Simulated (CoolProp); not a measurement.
Vapour-liquid equilibrium of trans-2-butene (1) + acetone (2) at 257.7 K; x and y are mole fractions of (1).

The numbers come from the multi-fluid Helmholtz-energy mixture model, Lemmon 2005 and Lemmon 2006; pair parameters Bell 2016 in CoolProp.

Task: Give the bubble pressure and the first vapour's composition at x = 0.05, 0.15, 0.85. Is there an azeotrope?

Result: x = 0.05: 13.17 kPa, y = 0.718; x = 0.15: 27.03 kPa, y = 0.873; x = 0.85: 48.20 kPa, y = 0.957. No azeotrope shows between x = 0.05 and 0.95.

Pair parameters are fitted to limited data, so mixtures are less certain than the pure fluids. With so large a gap from Raoult's law the liquid may split in two, which this calculation doesn't test in full.
